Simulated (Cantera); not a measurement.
Source: NASA polynomial tables (part measured, part estimated), evaluated in Cantera. Values are per mole of reaction as written; species without (g) are pure solids or liquids, kept so even where they would boil at 1 bar.

### Question
Between 300 and 1550 K, where is each reaction favourable under standard conditions?
- Cl(g) + Li = LiCl(g)

### Answer
- Cl(g) + Li = LiCl(g): ΔG° is -323 kJ at 300 K and -319 kJ at 1550 K; it stays negative (K > 1). ΔH° is -338 kJ and ΔS° -12 J/K at 1550 K.
